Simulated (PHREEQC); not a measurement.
Consider water at 50 °C with 0.25 mol NH4Cl, 0.015 mol H3BO3 and 0.0038 mol LiOH per kg of water. Closed to the air; pH follows from the charge balance.

Computed with PHREEQC (ion-association model, phreeqc.dat).

This is a speciation only: nothing precipitates in the calculation.

Q: Predict the pH.

A: pH 6.92.

Q: In which forms is N present?

A: NH4+ 99 %, NH3 1.5 % of the N.

Constants without temperature data keep their 25 °C values here.
